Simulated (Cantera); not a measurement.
Input (Python, Cantera):

```python
import numpy as np
import cantera as ct

surf = ct.Interface("ptcombust.yaml", "Pt_surf")
gas = surf.adjacent["gas"]
gas.TPX = 600, 32000, {'H2': 0.0081, 'O2': 0.017, 'N2': 0.79, 'H2O': 0.0055}
surf.TP = 600, 32000
reactor = ct.FlowReactor(gas, clone=False)
reactor.area = 0.0001  # m2
reactor.surface_area_to_volume_ratio = 740  # 1/m
reactor.mass_flow_rate = 0.79 * reactor.area * gas.density  # inlet velocity 0.79 m/s
reactor.energy_enabled = False
wall = ct.ReactorSurface(surf, reactor, clone=False)
net = ct.ReactorNet([reactor])
net.rtol, net.atol = 1e-8, 1e-16
show, cover = ['H2', 'O2', 'H2O'], ['PT(S)', 'H(S)', 'O(S)', 'OH(S)', 'CO(S)', 'C(S)']

rows = []
print(f"{'z/m':>9s}{'u/(m/s)':>9s}" + "".join(f"{s:>13s}" for s in show + cover))
for z in [0.00014, 0.0003, 0.00064, 0.0014, 0.003, 0.0064, 0.014]:
    net.advance(z)
    rows.append([reactor.speed, *gas[show].X, *surf[cover].coverages])
    print(f"{z:9.4g}{rows[-1][0]:9.3g}" + "".join(f"{x:13.4e}" for x in rows[-1][1:]))
```

Output:

```
      z/m  u/(m/s)           H2           O2          H2O        PT(S)         H(S)         O(S)        OH(S)        CO(S)         C(S)
  0.00014    0.787   2.1938e-03   1.6939e-02   1.4443e-02   2.1251e-01   1.6633e-08   7.7519e-01   1.2268e-02   1.5817e-24   8.6367e-28
   0.0003    0.787   1.1176e-03   1.6409e-02   1.5528e-02   1.1178e-01   4.9971e-09   8.7855e-01   9.6549e-03   2.4306e-25  -2.4264e-30
  0.00064    0.786   5.4029e-04   1.6125e-02   1.6111e-02   5.5079e-02   1.4624e-09   9.3783e-01   7.0779e-03   2.8160e-26   6.0129e-30
   0.0014    0.786   2.4827e-04   1.5982e-02   1.6405e-02   2.5829e-02   4.1613e-10   9.6921e-01   4.9546e-03   2.6635e-27   2.1804e-30
    0.003    0.786   1.1378e-04   1.5915e-02   1.6541e-02   1.2590e-02   1.2993e-10   9.8391e-01   3.4941e-03  -7.0653e-27  -1.1322e-30
   0.0064    0.786   4.8901e-05   1.5883e-02   1.6606e-02   6.8033e-03   4.8122e-11   9.9061e-01   2.5805e-03  -1.7106e-26  -7.7852e-31
    0.014    0.786   1.6010e-05   1.5867e-02   1.6639e-02   4.4473e-03   2.3932e-11   9.9346e-01   2.0906e-03   1.4929e-29   2.9675e-33
```

Model: Deutschmann's 1995 Pt surface mechanism with GRI-Mech 3.0 gas chemistry, integrated in Cantera. Catalytic surfaces can have several steady states; this one follows from the mechanism file's or the stated starting coverage. Mass transfer to the wall is taken as infinitely fast.
